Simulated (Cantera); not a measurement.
Charge: 1 mol c-C4F8, 0.92 mol H2, equilibrated at 7.50 Torr.

Equilibrium computed with Cantera from the NASA thermochemical tables; the gas is ideal and each condensed phase is pure. Candidate condensed phases: C, C6H6, C7H8, C8H18; 95 gas species. The feed counts by its element totals alone. Condensed phases not in the tables: fluorocarbon polymer. Gases not in the tables: C2F6 and larger saturated fluorocarbons. Equilibrium is a limit: real reactors are often held back by kinetics, nucleation or transport. All values below are at 577 °C.

Base state: HF 0.544, CF4 0.456 (mole fractions); condensed: C(graphite).

What changes in the equilibrium state with this change: H2 from 0.92 to 0.097 mol?


```tsv
species	before	after
CF4	0.456	0.910
HF	0.544	0.0904
C(graphite), mol	2.46	2.05
```

What changes in the equilibrium state with this change: H2 from 0.92 to 0.13 mol?


```
species           before  after
----------------  ------  -----
CF4                0.456  0.882
HF                 0.544  0.118
C(graphite), mol    2.46   2.06
```
